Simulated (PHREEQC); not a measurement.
KOH is added in steps, without added water, to 1 kg of water holding 0.03 mol/kgw CuCl2, 0.0036 mol/kgw H2SO4 and 0.073 mol/kgw NaCl, at 25 °C. Oxygen is held at 0.21 atm. No CO2 enters from the air. Solids allowed: Cu(OH)2, Brochantite, Antlerite, Atacamite, Halite, Mirabilite, Chalcanthite. Others were left out.

Base run: PHREEQC, ion-association model, wateq4f.dat. Each further column changes one thing. The table gives Cu+2 (mol/kgw).

```json
[
 {"KOH added (mol)": "0", "base": "0.0257", "temperature from 25 to 15 °C": "0.0269", "H2SO4 replaced by ZnSO4 at the same molality": "0.0256", "temperature from 25 to 30 °C": "0.0250", "no solid may form": "0.0257"},
 {"KOH added (mol)": "0.0071", "base": "0.0256", "temperature from 25 to 15 °C": "0.0268", "H2SO4 replaced by ZnSO4 at the same molality": "0.0215", "temperature from 25 to 30 °C": "0.0249", "no solid may form": "0.0256"},
 {"KOH added (mol)": "0.01243", "base": "0.0226", "temperature from 25 to 15 °C": "0.0236", "H2SO4 replaced by ZnSO4 at the same molality": "0.0185", "temperature from 25 to 30 °C": "0.0219", "no solid may form": "0.0211"},
 {"KOH added (mol)": "0.01953", "base": "0.0185", "temperature from 25 to 15 °C": "0.0193", "H2SO4 replaced by ZnSO4 at the same molality": "0.0144", "temperature from 25 to 30 °C": "0.0180", "no solid may form": "0.0151"},
 {"KOH added (mol)": "0.02662", "base": "0.0144", "temperature from 25 to 15 °C": "0.0151", "H2SO4 replaced by ZnSO4 at the same molality": "0.0104", "temperature from 25 to 30 °C": "0.0140", "no solid may form": "0.00928"},
 {"KOH added (mol)": "0.03195", "base": "0.0114", "temperature from 25 to 15 °C": "0.0119", "H2SO4 replaced by ZnSO4 at the same molality": "0.00734", "temperature from 25 to 30 °C": "0.0111", "no solid may form": "0.00520"},
 {"KOH added (mol)": "0.03905", "base": "0.00737", "temperature from 25 to 15 °C": "0.00770", "H2SO4 replaced by ZnSO4 at the same molality": "0.00333", "temperature from 25 to 30 °C": "0.00716", "no solid may form": "0.00147"},
 {"KOH added (mol)": "0.04437", "base": "0.00437", "temperature from 25 to 15 °C": "0.00456", "H2SO4 replaced by ZnSO4 at the same molality": "0.000348", "temperature from 25 to 30 °C": "0.00425", "no solid may form": "0.000583"},
 {"KOH added (mol)": "0.05147", "base": "0.000401", "temperature from 25 to 15 °C": "0.000419", "H2SO4 replaced by ZnSO4 at the same molality": "9.16e-9", "temperature from 25 to 30 °C": "0.000390", "no solid may form": "0.000224"},
 {"KOH added (mol)": "0.05858", "base": "1.83e-9", "temperature from 25 to 15 °C": "1.10e-9", "H2SO4 replaced by ZnSO4 at the same molality": "1.83e-9", "temperature from 25 to 30 °C": "2.34e-9", "no solid may form": "8.38e-5"},
 {"KOH added (mol)": "0.0639", "base": "1.72e-9", "temperature from 25 to 15 °C": "1.03e-9", "H2SO4 replaced by ZnSO4 at the same molality": "1.72e-9", "temperature from 25 to 30 °C": "2.19e-9", "no solid may form": "2.58e-5"},
 {"KOH added (mol)": "0.071", "base": "1.57e-14", "temperature from 25 to 15 °C": "0", "H2SO4 replaced by ZnSO4 at the same molality": "1.58e-14", "temperature from 25 to 30 °C": "2.18e-14", "no solid may form": "7.71e-11"}
]
```

The database's constant for dissolved Cu(OH)2 is higher than later reviews accept. In at least one series the solution becomes supersaturated in solids that the run did not let form, among them Cu(OH)2, Brochantite, Antlerite, Atacamite. Solids allowed in the column 'H2SO4 replaced by ZnSO4 at the same molality': Cu(OH)2, Brochantite, Antlerite, Atacamite, Zn(OH)2-e, Zn4(OH)6SO4, Zn5(OH)8Cl2, Halite, Mirabilite, Chalcanthite, Goslarite.
